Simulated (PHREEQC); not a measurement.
A column of 0.1 m (40 cells, dispersivity 0.005 m, 60 s a shift, diffusion coefficient 3e-10 m²/s) holds 0.00051 eq of the database's cation exchanger X per kg of pore water, first in equilibrium with 7.5 mmol/kgw (NH4)2SO4, 1 mmol/kgw NaCl and 0.01 mmol/kgw HCl. It is flushed with 0.53 mmol/kgw MgSO4 and 0.01 mmol/kgw HCl, at 25 °C. Values are for the last cell. No CO2 enters from the air. Nothing may precipitate in this run.

Base run: PHREEQC, ion-association model, phreeqc.dat. Each further column changes one thing. The table gives Mg in solution (mol/kgw).

```
pore volumes      base  exchange capacity from 0.00051 to 0.00026 eq/kgw  dispersivity from 0.005 to 0.01 m
------------  --------  ------------------------------------------------  ---------------------------------
0                    0                                                 0                                  0
0.2125        6.95e-14                                          6.50e-13                            2.71e-9
0.5125         1.28e-6                                                 …                                  …
0.8125         2.12e-5                                           6.70e-5                            5.90e-5
1.012          3.95e-5                                          0.000149                           0.000103
1.212          8.98e-5                                          0.000260                           0.000169
1.512         0.000306                                                 …                           0.000298
1.812         0.000451                                          0.000491                                  …
2.013         0.000494                                          0.000512                           0.000449
2.212         0.000514                                          0.000522                                  …
2.513         0.000526                                          0.000528                           0.000505
2.812         0.000529                                          0.000529                           0.000518
3.013         0.000530                                          0.000530                           0.000523
```

**Question.** Complete the blanks.

**Answer.** 
- 0.5125, exchange capacity from 0.00051 to 0.00026 eq/kgw: 3.78e-6
- 0.5125, dispersivity from 0.005 to 0.01 m: 1.08e-5
- 1.512, exchange capacity from 0.00051 to 0.00026 eq/kgw: 0.000414
- 1.812, dispersivity from 0.005 to 0.01 m: 0.000403
- 2.212, dispersivity from 0.005 to 0.01 m: 0.000479
